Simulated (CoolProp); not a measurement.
Cyclopropane at 293.15 K and 0.106 MPa is compressed adiabatically to 0.278 MPa with isentropic efficiency 0.9. Each further row changes one setting.

Computed with CoolProp (reference Helmholtz-energy equation of state, Polt 1992). This equation is an older, rougher fit.

| case | work (kJ/kg) | final temperature (K) | final density (kg/m³) |
|---|---|---|---|
| as stated | 65.1 | ___ | ___ |
| efficiency 1 | ___ | ___ | ___ |
| efficiency 0.65 | ___ | ___ | ___ |

**Question.** Fill in the missing entries.

**Answer.** 
- as stated, final temperature (K): 341.0
- as stated, final density (kg/m³): 4.25
- efficiency 1, work (kJ/kg): 58.6
- efficiency 1, final temperature (K): 336.9
- efficiency 1, final density (kg/m³): 4.31
- efficiency 0.65, work (kJ/kg): 90.1
- efficiency 0.65, final temperature (K): 356.4
- efficiency 0.65, final density (kg/m³): 4.05
